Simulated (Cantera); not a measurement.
Charge: 1 mol MgO, 4.9 mol N2, at 233 Torr.

Cantera equilibrium calculation (NASA polynomials, part measured and part estimated; ideal gas, pure solids and liquids). Candidate condensed phases: Mg, MgO; 13 gas species. The numbers say what is thermodynamically allowed, not how fast it happens.

### Question
What share of the Mg ends up in condensed phases as a function of T (K), at 2050, 2100, 2150, 2200, 2250, 2300, 2350, 2400, 2450, 2500, 2550, 2600, 2650?

### Answer
```
T (K)  Mg condensed (%)      as
-----  ----------------  ------
2050              100.0  MgO(s)
2100              100.0  MgO(s)
2150               99.9  MgO(s)
2200               99.9  MgO(s)
2250               99.8  MgO(s)
2300               99.6  MgO(s)
2350               99.4  MgO(s)
2400               99.0  MgO(s)
2450               98.5  MgO(s)
2500               97.6  MgO(s)
2550               96.2  MgO(s)
2600               94.2  MgO(s)
2650               91.2  MgO(s)
```
